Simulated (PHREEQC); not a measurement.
Acid mine or pickling water (model solution)

Synthetic water in mg/kgw, 20 °C, pH 3.31, pe 8.8: Na 5100; K 834; Ca 110; Mg 33; Cl 735; S(6) as SO4 10900; Cd 7.65; Mn(2) 1.46.

Cl is adjusted to close the charge balance.
Valence states are taken as typed.

All values are PHREEQC results (ion-association model, phreeqc.dat), not measurements.

This is a speciation only: nothing precipitates in the calculation.

Problem. What ionic strength, density does the model give?

Solution. ionic strength 0.312 mol/kgw; density 1.014 g/cm³.

Problem. In which forms is Na present?

Solution. Na+ 90 %, NaSO4- 9.6 % of the Na.
